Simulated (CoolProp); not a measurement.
1,2-dichloroethane along the isobar 9.21 bar: density (kg/m³) from the reference equation and from simpler models built on Tc = 561.6 K, pc = 52.26 bar, ω = 0.269; each cubic takes its own stable root.

Computed with CoolProp (reference Helmholtz-energy equation of state, Thol 2015).

```
T (K)   phase  reference  van der Waals  Soave-Redlich-Kwong  Peng-Robinson
-----  ------  ---------  -------------  -------------------  -------------
273.1  liquid       1282          733.3                 1111           1249
279.7  liquid       1272          728.6                 1104           1242
286.3  liquid       1263          723.8                 1098           1235
292.9  liquid       1254          719.0                 1091           1227
299.5  liquid       1244          714.1                 1084           1220
306.1  liquid       1235          709.1                 1076           1212
312.7  liquid       1225          704.0                 1069           1204
319.3  liquid       1215          698.8                 1061           1196
325.8  liquid       1206          693.5                 1053           1187
332.4  liquid       1196          688.1                 1045           1179
339    liquid       1186          682.6                 1037           1170
345.6  liquid       1176          676.9                 1028           1160
352.2  liquid       1165          671.1                 1019           1151
358.8  liquid       1155          665.2                 1010           1141
365.4  liquid       1144          659.1                 1001           1131
372    liquid       1133          652.8                991.1           1120
```
